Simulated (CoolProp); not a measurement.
Properties of dimethyl carbonate along the isotherm 332.5 K.

Values from CoolProp's reference Helmholtz-energy equation of state, Zhou 2011.

```json
[
 {"p (MPa)": "0.0388", "phase": "liquid", "cp (kJ/(kg K))": "1.889", "cv (kJ/(kg K))": "[?]", "speed of sound (m/s)": "1059", "expansivity (1/kK)": "1.348"},
 {"p (MPa)": "0.057", "phase": "liquid", "cp (kJ/(kg K))": "1.889", "cv (kJ/(kg K))": "1.391", "speed of sound (m/s)": "1060", "expansivity (1/kK)": "1.348"},
 {"p (MPa)": "0.0836", "phase": "liquid", "cp (kJ/(kg K))": "1.889", "cv (kJ/(kg K))": "1.391", "speed of sound (m/s)": "1060", "expansivity (1/kK)": "1.347"},
 {"p (MPa)": "0.123", "phase": "liquid", "cp (kJ/(kg K))": "1.889", "cv (kJ/(kg K))": "1.391", "speed of sound (m/s)": "1060", "expansivity (1/kK)": "1.347"},
 {"p (MPa)": "0.18", "phase": "liquid", "cp (kJ/(kg K))": "1.889", "cv (kJ/(kg K))": "1.391", "speed of sound (m/s)": "1060", "expansivity (1/kK)": "1.346"},
 {"p (MPa)": "0.264", "phase": "liquid", "cp (kJ/(kg K))": "1.889", "cv (kJ/(kg K))": "1.391", "speed of sound (m/s)": "1061", "expansivity (1/kK)": "1.345"},
 {"p (MPa)": "0.388", "phase": "liquid", "cp (kJ/(kg K))": "1.889", "cv (kJ/(kg K))": "1.391", "speed of sound (m/s)": "1061", "expansivity (1/kK)": "1.344"},
 {"p (MPa)": "0.57", "phase": "liquid", "cp (kJ/(kg K))": "1.889", "cv (kJ/(kg K))": "1.391", "speed of sound (m/s)": "1062", "expansivity (1/kK)": "1.342"},
 {"p (MPa)": "0.836", "phase": "liquid", "cp (kJ/(kg K))": "[?]", "cv (kJ/(kg K))": "1.391", "speed of sound (m/s)": "1064", "expansivity (1/kK)": "1.340"},
 {"p (MPa)": "1.23", "phase": "liquid", "cp (kJ/(kg K))": "1.887", "cv (kJ/(kg K))": "1.391", "speed of sound (m/s)": "1066", "expansivity (1/kK)": "1.336"},
 {"p (MPa)": "1.8", "phase": "liquid", "cp (kJ/(kg K))": "1.886", "cv (kJ/(kg K))": "1.391", "speed of sound (m/s)": "1069", "expansivity (1/kK)": "1.330"},
 {"p (MPa)": "2.64", "phase": "liquid", "cp (kJ/(kg K))": "1.885", "cv (kJ/(kg K))": "1.392", "speed of sound (m/s)": "1073", "expansivity (1/kK)": "1.322"},
 {"p (MPa)": "3.88", "phase": "liquid", "cp (kJ/(kg K))": "1.883", "cv (kJ/(kg K))": "1.392", "speed of sound (m/s)": "1079", "expansivity (1/kK)": "1.310"},
 {"p (MPa)": "5.7", "phase": "liquid", "cp (kJ/(kg K))": "[?]", "cv (kJ/(kg K))": "1.393", "speed of sound (m/s)": "1088", "expansivity (1/kK)": "1.293"},
 {"p (MPa)": "8.36", "phase": "liquid", "cp (kJ/(kg K))": "1.877", "cv (kJ/(kg K))": "1.394", "speed of sound (m/s)": "1101", "expansivity (1/kK)": "1.269"},
 {"p (MPa)": "12.3", "phase": "liquid", "cp (kJ/(kg K))": "1.871", "cv (kJ/(kg K))": "1.396", "speed of sound (m/s)": "1120", "expansivity (1/kK)": "[?]"}
]
```

Problem. Some entries are withheld; supply them.

Solution. 
- 0.0388, cv (kJ/(kg K)): 1.390
- 0.836, cp (kJ/(kg K)): 1.888
- 5.7, cp (kJ/(kg K)): 1.880
- 12.3, expansivity (1/kK): 1.237
